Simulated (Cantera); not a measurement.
Input (Python, Cantera):

```python
import numpy as np
import cantera as ct

gas = ct.Solution("h2o2.yaml")
gas.TPX = 1025, 1333, {'H2': 0.49, 'O2': 1, 'H2O': 0.0079}
reactor = ct.IdealGasConstPressureReactor(gas, energy="off", clone=False)
net = ct.ReactorNet([reactor])
net.rtol, net.atol = 1e-08, 1e-18
show = ['H2', 'O2', 'H2O', 'OH', 'HO2', 'H2O2']
times = np.geomspace(0.0001, 300, 10)

steps = ct.SolutionArray(gas, extra=["t"])
rows = []
print(f"{'t/s':>10s}{'T/K':>9s}{'P/Pa':>11s}" + "".join(f"{s:>11s}" for s in show))
for t in times:
    while net.time < t:
        t_next = net.step()
        steps.append(gas.state, t=t_next)
    rows.append([np.interp(t, steps.t, y) for y in (steps.T, steps.P, *steps(*show).X.T)])
    print(f"{t:10.3e}{rows[-1][0]:9.1f}{rows[-1][1]:11.4g}" + "".join(f"{x:11.3e}" for x in rows[-1][2:]))
rate = np.gradient(steps.T, steps.t)
print("integrator steps:", len(steps.t))
if steps.T.max() > steps.T[0] + 200:
    print(f"time of steepest temperature rise: {steps.t[rate.argmax()]:.4e} s")
gas.TPX = 1025, 1333, {'H2': 0.49, 'O2': 1, 'H2O': 0.0079}
gas.equilibrate("TP")
print(f"equilibrium (TP): T = {gas.T:.1f} K  " + "  ".join(f"{s} {gas[s].X[0]:.3e}" for s in show))
```

It prints:

```
       t/s      T/K       P/Pa         H2         O2        H2O         OH        HO2       H2O2
 1.000e-04   1025.0       1333  3.271e-01  6.676e-01  5.274e-03  4.380e-11  4.145e-10  9.352e-14
 5.244e-04   1025.0       1333  3.271e-01  6.676e-01  5.274e-03  1.847e-09  2.326e-09  2.648e-12
 2.750e-03   1025.0       1333  2.467e-01  6.313e-01  6.231e-02  4.387e-03  8.252e-06  2.368e-07
 1.442e-02   1025.0       1333  3.821e-03  5.956e-01  3.849e-01  2.765e-03  1.905e-05  9.142e-07
 7.563e-02   1025.0       1333  6.392e-05  6.024e-01  3.971e-01  2.973e-04  2.770e-06  4.048e-07
 3.966e-01   1025.0       1333  2.513e-06  6.026e-01  3.974e-01  6.988e-05  2.085e-07  8.577e-08
 2.080e+00   1025.0       1333  2.387e-07  6.026e-01  3.974e-01  2.375e-05  2.641e-08  1.933e-08
 1.091e+01   1025.0       1333  3.439e-08  6.026e-01  3.974e-01  9.334e-06  4.570e-09  4.263e-09
 5.721e+01   1025.0       1333  5.856e-09  6.026e-01  3.974e-01  3.903e-06  1.493e-09  8.938e-10
 3.000e+02   1025.0       1333  1.267e-09  6.026e-01  3.974e-01  1.807e-06  1.713e-09  2.127e-10
integrator steps: 2232
equilibrium (TP): T = 1025.0 K  H2 8.072e-10  O2 6.026e-01  H2O 3.974e-01  OH 1.419e-06  HO2 2.054e-09  H2O2 1.371e-10
```

Model: the H2/O2 subset of GRI-Mech 3.0, which has no nitrogen chemistry, integrated in Cantera. Radical loss at walls, strong at low pressure, is not modelled. The temperature is held fixed by assumption; the heat of reaction is taken as removed at once.
